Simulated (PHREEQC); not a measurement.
1 kg of water holding 5 mmol/kgw SrCl2, 71 mmol/kgw KCl and 170 mmol/kgw NaCl is evaporated at 25 °C; the solids stay in contact with the brine. No CO2 enters from the air. Only these solids could form: Halite, Sylvite.

Computed with PHREEQC (Pitzer model, pitzer.dat).

```json
[
 {"water left (kg)": "1", "ionic strength": "0.256", "water activity": "0.992", "Halite (mol)": "0", "Sylvite (mol)": "0", "Sr in solution (mol/kgw)": "0.00500", "Cl in solution (mol/kgw)": "0.251", "Na in solution (mol/kgw)": "0.170"},
 {"water left (kg)": "0.6755", "ionic strength": "0.379", "water activity": "0.988", "Halite (mol)": "0", "Sylvite (mol)": "0", "Sr in solution (mol/kgw)": "0.00740", "Cl in solution (mol/kgw)": "0.372", "Na in solution (mol/kgw)": "0.252"},
 {"water left (kg)": "0.5552", "ionic strength": "0.461", "water activity": "0.985", "Halite (mol)": "0", "Sylvite (mol)": "0", "Sr in solution (mol/kgw)": "0.00901", "Cl in solution (mol/kgw)": "0.452", "Na in solution (mol/kgw)": "0.306"},
 {"water left (kg)": "0.375", "ionic strength": "0.683", "water activity": "0.978", "Halite (mol)": "0", "Sylvite (mol)": "0", "Sr in solution (mol/kgw)": "0.0133", "Cl in solution (mol/kgw)": "0.669", "Na in solution (mol/kgw)": "0.453"},
 {"water left (kg)": "0.3082", "ionic strength": "0.831", "water activity": "0.974", "Halite (mol)": "0", "Sylvite (mol)": "0", "Sr in solution (mol/kgw)": "0.0162", "Cl in solution (mol/kgw)": "0.814", "Na in solution (mol/kgw)": "0.552"},
 {"water left (kg)": "0.2082", "ionic strength": "1.23", "water activity": "0.961", "Halite (mol)": "0", "Sylvite (mol)": "0", "Sr in solution (mol/kgw)": "0.0240", "Cl in solution (mol/kgw)": "1.21", "Na in solution (mol/kgw)": "0.816"},
 {"water left (kg)": "0.1407", "ionic strength": "1.82", "water activity": "0.941", "Halite (mol)": "0", "Sylvite (mol)": "0", "Sr in solution (mol/kgw)": "0.0355", "Cl in solution (mol/kgw)": "1.78", "Na in solution (mol/kgw)": "1.21"},
 {"water left (kg)": "0.1156", "ionic strength": "2.21", "water activity": "0.928", "Halite (mol)": "0", "Sylvite (mol)": "0", "Sr in solution (mol/kgw)": "0.0432", "Cl in solution (mol/kgw)": "2.17", "Na in solution (mol/kgw)": "1.47"},
 {"water left (kg)": "0.07809", "ionic strength": "3.28", "water activity": "0.890", "Halite (mol)": "0", "Sylvite (mol)": "0", "Sr in solution (mol/kgw)": "0.0640", "Cl in solution (mol/kgw)": "3.21", "Na in solution (mol/kgw)": "2.18"},
 {"water left (kg)": "0.06418", "ionic strength": "3.99", "water activity": "0.863", "Halite (mol)": "0", "Sylvite (mol)": "0", "Sr in solution (mol/kgw)": "0.0779", "Cl in solution (mol/kgw)": "3.91", "Na in solution (mol/kgw)": "2.65"},
 {"water left (kg)": "0.04335", "ionic strength": "5.91", "water activity": "0.784", "Halite (mol)": "0", "Sylvite (mol)": "0", "Sr in solution (mol/kgw)": "0.115", "Cl in solution (mol/kgw)": "5.79", "Na in solution (mol/kgw)": "3.92"},
 {"water left (kg)": "0.03564", "ionic strength": "7.18", "water activity": "0.729", "Halite (mol)": "0", "Sylvite (mol)": "0", "Sr in solution (mol/kgw)": "0.140", "Cl in solution (mol/kgw)": "7.04", "Na in solution (mol/kgw)": "4.77"},
 {"water left (kg)": "0.02407", "ionic strength": "7.43", "water activity": "0.720", "Halite (mol)": "0.0541", "Sylvite (mol)": "0.0230", "Sr in solution (mol/kgw)": "0.208", "Cl in solution (mol/kgw)": "7.23", "Na in solution (mol/kgw)": "4.82"},
 {"water left (kg)": "0.01627", "ionic strength": "7.55", "water activity": "0.718", "Halite (mol)": "0.0939", "Sylvite (mol)": "0.0393", "Sr in solution (mol/kgw)": "0.307", "Cl in solution (mol/kgw)": "7.24", "Na in solution (mol/kgw)": "4.68"},
 {"water left (kg)": "0.01337", "ionic strength": "7.63", "water activity": "0.717", "Halite (mol)": "0.109", "Sylvite (mol)": "0.0453", "Sr in solution (mol/kgw)": "0.374", "Cl in solution (mol/kgw)": "7.25", "Na in solution (mol/kgw)": "4.59"},
 {"water left (kg)": "0.00903", "ionic strength": "7.84", "water activity": "0.714", "Halite (mol)": "0.131", "Sylvite (mol)": "0.0544", "Sr in solution (mol/kgw)": "0.554", "Cl in solution (mol/kgw)": "7.29", "Na in solution (mol/kgw)": "4.34"},
 {"water left (kg)": "0.007426", "ionic strength": "7.99", "water activity": "0.712", "Halite (mol)": "0.139", "Sylvite (mol)": "0.0577", "Sr in solution (mol/kgw)": "0.673", "Cl in solution (mol/kgw)": "7.31", "Na in solution (mol/kgw)": "4.18"},
 {"water left (kg)": "0.005012", "ionic strength": "8.39", "water activity": "0.706", "Halite (mol)": "0.151", "Sylvite (mol)": "0.0628", "Sr in solution (mol/kgw)": "0.998", "Cl in solution (mol/kgw)": "7.40", "Na in solution (mol/kgw)": "3.76"}
]
```

Halite from water left = 0.0293 kg; Sylvite from water left = 0.0293 kg.
